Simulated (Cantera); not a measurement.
An adiabatic, constant-pressure homogeneous reactor starts with CH₄ : O₂ : N₂ = 1 : 3.12 : 11.8 (molar parts), at 1750 K and 0.450 bar. Integrator tolerance rtol = 1e-08.

Computed with Cantera and GRI-Mech 3.0 (53 species, 325 reactions).

Q: What does this change do: CH4 1 to 0.76 parts?

A: 
```tsv
quantity	before	after
time of steepest temperature rise	0.310 ms	0.308 ms
temperature at 2.00 s	2625 K	2516 K
equilibrium temperature	2625 K	2516 K
x(CH₄) at 2.00 s	<1e-12 (gas-phase equilibrium <1e-12)	<1e-12 (gas-phase equilibrium <1e-12)
x(O₂) at 2.00 s	0.0646 (gas-phase equilibrium 0.0646)	0.0918 (gas-phase equilibrium 0.0918)
x(CH₃) at 2.00 s	<1e-12 (gas-phase equilibrium <1e-12)	<1e-12 (gas-phase equilibrium <1e-12)
x(CO₂) at 2.00 s	0.0435 (gas-phase equilibrium 0.0435)	0.0399 (gas-phase equilibrium 0.0399)
x(H₂O₂) at 2.00 s	1.61e-7 (gas-phase equilibrium 1.61e-7)	1.26e-7 (gas-phase equilibrium 1.26e-7)
x(HCN) at 2.00 s	7.03e-11 (gas-phase equilibrium 7.03e-11)	1.05e-11 (gas-phase equilibrium 1.05e-11)
x(C₂H₂) at 2.00 s	<1e-12 (gas-phase equilibrium <1e-12)	<1e-12 (gas-phase equilibrium <1e-12)
```

Q: What does this change do: pressure from 0.450 bar to 20.0 bar?

A: 
```json
[
 {"quantity": "time of steepest temperature rise", "before": "0.310 ms", "after": "12.6 µs"},
 {"quantity": "temperature at 2.00 s", "before": "2625 K", "after": "2817 K"},
 {"quantity": "equilibrium temperature", "before": "2625 K", "after": "2817 K"},
 {"quantity": "x(CH₄) at 2.00 s", "before": "<1e-12 (gas-phase equilibrium <1e-12)", "after": "<1e-12 (gas-phase equilibrium <1e-12)"},
 {"quantity": "x(O₂) at 2.00 s", "before": "0.0646 (gas-phase equilibrium 0.0646)", "after": "0.0605 (gas-phase equilibrium 0.0605)"},
 {"quantity": "x(CH₃) at 2.00 s", "before": "<1e-12 (gas-phase equilibrium <1e-12)", "after": "<1e-12 (gas-phase equilibrium <1e-12)"},
 {"quantity": "x(CO₂) at 2.00 s", "before": "0.0435 (gas-phase equilibrium 0.0435)", "after": "0.0541 (gas-phase equilibrium 0.0541)"},
 {"quantity": "x(H₂O₂) at 2.00 s", "before": "1.61e-7 (gas-phase equilibrium 1.61e-7)", "after": "1.63e-6 (gas-phase equilibrium 1.63e-6)"},
 {"quantity": "x(HCN) at 2.00 s", "before": "7.03e-11 (gas-phase equilibrium 7.03e-11)", "after": "2.96e-10 (gas-phase equilibrium 2.96e-10)"},
 {"quantity": "x(C₂H₂) at 2.00 s", "before": "<1e-12 (gas-phase equilibrium <1e-12)", "after": "<1e-12 (gas-phase equilibrium <1e-12)"}
]
```
The pressure lies above the range GRI-Mech 3.0 was tuned for (to about 10 atm).
